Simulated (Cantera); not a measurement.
Feed: 1 mol Si, 0.098 mol CO₂, 200 mol N₂, at 950 °C and 1.10e-5 bar.

Method: chemical equilibrium by Gibbs-energy minimisation in Cantera with the NASA 1993 tables (ideal gas, pure condensed phases). Candidate condensed phases: C, Si, SiC, SiO₂, Si₂N₂O, Si₃N₄; 34 gas species. N₂ is the only nitrogen source here; it is nearly inert below about 1500 K, so the nitride shown seldom forms there in practice. Mutual solubility and eutectic melting of coexisting phases are not modelled. Rates play no part.

Base state: N₂ 1.000, CO 2.99e-5 (mole fractions); condensed: SiC(s) + Si₂N₂O(s) + Si₃N₄(s).

Q: What changes in the equilibrium state with this change: pressure from 1.10e-5 bar to 0.930 bar?

A: 
```tsv
species	before	after
N₂	1.000	1.00
CO	2.99e-5	2.42e-7
SiC(s), mol	0.0920	0
Si₂N₂O(s), mol	0.189	0.196
Si₃N₄(s), mol	0.176	0.203
C(graphite), mol	0	0.0980
```
